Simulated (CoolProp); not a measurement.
Properties of o-xylene along the isobar 560 kPa.

Model: reference Helmholtz-energy equation of state, Zhou 2012, in CoolProp.

```json
[
 {"T (°C)": "177.85", "phase": "liquid", "density (kg/m³)": "736.4", "Joule-Thomson coefficient (K/MPa)": "-0.2094", "conductivity (mW/(m K))": "93.4", "fugacity coefficient": "0.3812"},
 {"T (°C)": "191.15", "phase": "liquid", "density (kg/m³)": "722.1", "Joule-Thomson coefficient (K/MPa)": "-0.1731", "conductivity (mW/(m K))": "90.6", "fugacity coefficient": "0.4977"},
 {"T (°C)": "204.45", "phase": "liquid", "density (kg/m³)": "707.2", "Joule-Thomson coefficient (K/MPa)": "-0.1306", "conductivity (mW/(m K))": "88.0", "fugacity coefficient": "0.6369"},
 {"T (°C)": "217.75", "phase": "liquid", "density (kg/m³)": "691.5", "Joule-Thomson coefficient (K/MPa)": "-0.07973", "conductivity (mW/(m K))": "85.5", "fugacity coefficient": "0.8001"},
 {"T (°C)": "231.15", "phase": "gas", "density (kg/m³)": "16.43", "Joule-Thomson coefficient (K/MPa)": "20.37", "conductivity (mW/(m K))": "32.8", "fugacity coefficient": "0.8802"},
 {"T (°C)": "244.45", "phase": "gas", "density (kg/m³)": "15.74", "Joule-Thomson coefficient (K/MPa)": "17.70", "conductivity (mW/(m K))": "34.0", "fugacity coefficient": "0.8913"},
 {"T (°C)": "257.75", "phase": "gas", "density (kg/m³)": "15.13", "Joule-Thomson coefficient (K/MPa)": "15.54", "conductivity (mW/(m K))": "35.3", "fugacity coefficient": "0.9009"},
 {"T (°C)": "271.05", "phase": "gas", "density (kg/m³)": "14.59", "Joule-Thomson coefficient (K/MPa)": "13.78", "conductivity (mW/(m K))": "36.6", "fugacity coefficient": "0.9093"},
 {"T (°C)": "284.35", "phase": "gas", "density (kg/m³)": "14.10", "Joule-Thomson coefficient (K/MPa)": "12.31", "conductivity (mW/(m K))": "37.9", "fugacity coefficient": "0.9166"},
 {"T (°C)": "297.65", "phase": "gas", "density (kg/m³)": "13.66", "Joule-Thomson coefficient (K/MPa)": "11.09", "conductivity (mW/(m K))": "39.2", "fugacity coefficient": "0.9231"}
]
```

Thermal conductivity comes from a separate model (Mylona 2014).
